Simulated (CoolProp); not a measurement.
Model: reference Helmholtz-energy equation of state, Penoncello 2003, in CoolProp.

Question: For CHF3 (R23), give the phase and the Z, Prandtl number at 262.1 K and 10700 kPa; 262.1 K and 18800 kPa.

Answer: 
- 262.1 K and 10700 kPa: liquid; Z 0.289, Prandtl number 1.97
- 262.1 K and 18800 kPa: liquid; Z 0.490, Prandtl number 1.97

Viscosity comes from a separate model (Shan 2000). Thermal conductivity comes from a separate model (Shan 2000).
